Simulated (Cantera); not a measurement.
Feed: 1 mol V, 1.1 mol NH3, equilibrated at 2600 K and 0.0380 bar.

Cantera equilibrium calculation (NASA polynomials, part measured and part estimated; ideal gas, pure solids and liquids). Candidate condensed phases: V, VN; 11 gas species. Condensed phases not in the tables: V2N, N, O or C dissolved in the metal. Rates play no part.

Base state: H2 0.581, N2 0.219, H 0.150, V 0.0498 (mole fractions); condensed: V(l).

Q: What changes in the equilibrium state with this change: temperature from 2600 K to 2050 K?

A: 
| species | before | after |
|---|---|---|
| H2 | 0.581 | 0.894 |
| N2 | 0.219 | 0.0948 |
| H | 0.150 | 0.0110 |
| V | 0.0498 | 0.000127 |
| V(l), mol | 0.875 | 0 |
| V(s), mol | 0 | 0.248 |
| VN(s), mol | 0 | 0.752 |
Mutual solubility and eutectic melting of coexisting phases are not modelled. VN: taken at fixed stoichiometry.
